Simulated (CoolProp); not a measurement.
A Linde-Hampson liquefier for ethylene: isothermal reversible compression at 300 K from 1 atm to 25 MPa, throttling to 1 atm, return gas leaving the recuperator 10 K below the feed. Each further row changes one setting.

Values from CoolProp's reference Helmholtz-energy equation of state, Smukala 2000.

| case | liquid yield per pass | compression work (kJ/kg of gas) |
|---|---|---|
| as stated | 0.469 | 386 |
| high pressure 50 MPa | ___ | ___ |
| warm-end temperature 330 K | 0.385 | 454 |
| warm-end gap 15 K | ___ | 386 |

Task: Some entries are withheld; supply them.

Result: 
- high pressure 50 MPa, liquid yield per pass: 0.453
- high pressure 50 MPa, compression work (kJ/kg of gas): 441
- warm-end gap 15 K, liquid yield per pass: 0.462
